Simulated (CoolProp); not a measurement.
Ethylene along the isobar 5.26 MPa: Z from the reference equation and from simpler models built on Tc = 9.2 °C, pc = 5.042 MPa, ω = 0.087; each cubic takes its own stable root.

Model: reference Helmholtz-energy equation of state, Smukala 2000, in CoolProp.

| T (°C) | phase | reference |
|---|---|---|
| -58.25 | liquid | 0.1635 |
| -45.25 | liquid | 0.1614 |
| -32.15 | liquid | 0.1611 |
| -19.15 | liquid | 0.1635 |
| -6.05 | liquid | 0.1708 |
| 6.95 | liquid | 0.1963 |
| 20.05 | supercritical | 0.5517 |
| 33.05 | supercritical | 0.6546 |

Question: How far does each simpler model (Redlich-Kwong, Soave-Redlich-Kwong, Peng-Robinson) lie from the reference over these 8 states: mean and median of the absolute difference, and the worst?

Answer: 
- Redlich-Kwong: mean 8.5 %, median 7.7 %, worst +21.2 % at 6.95 °C and 5.26 MPa
- Soave-Redlich-Kwong: mean 8.0 %, median 6.6 %, worst +20.6 % at 6.95 °C and 5.26 MPa
- Peng-Robinson: mean 4.8 %, median 4.4 %, worst +8.9 % at 6.95 °C and 5.26 MPa
